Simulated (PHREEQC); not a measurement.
Alkaline etch or developer: an equilibrium model

Make-up at 75 °C: 0.0024 mol/kgw LiOH and 0.0026 mol/kgw (CH3)4NCl. Closed to the air; pH follows from the charge balance.

All values are PHREEQC results (ion-association model, phreeqc.dat), not measurements.

This is a speciation only: nothing precipitates in the calculation.

Problem. What pH does the model give?

Solution. pH 10.03.

(CH3)4N+ isn't in the database: it is added as a free cation with an ion size of 4 Å. At this temperature some constants are extrapolated from 25 °C, and those without enthalpy data are left unchanged.
